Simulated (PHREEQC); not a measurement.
Consider water at 34 °C with 0.0029 mol ZnBr2 and 4.8e-05 mol HBF4 per kg of water. Closed to the air; pH follows from the charge balance.

Equilibrium calculation in PHREEQC: ion-association model, wateq4f.dat.

The pH comes out as 3.84. The ionic strength is 0.00884 mol/kgw and the total alkalinity is -0.192 meq/kg.

```csv
species,molality,activity,log γ
Br-,0.00580,0.00525,-0.043
Zn+2,0.00289,0.00198,-0.164
H+,0.000157,0.000144,-0.038
F-,0.000152,0.000138,-0.044
H3BO3,4.80e-5,4.81e-5,0.001
HF,3.49e-5,3.50e-5,0.001
ZnF+,4.75e-6,4.30e-6,-0.043
ZnBr+,3.02e-6,2.74e-6,-0.043
ZnOH+,3.24e-8,2.93e-8,-0.043
HF2-,2.17e-8,1.96e-8,-0.044
```

Precipitation was switched off in this run. Complexes and solids missing from the database can't appear. Real BF4- forms and hydrolyses slowly; the run takes it at equilibrium.
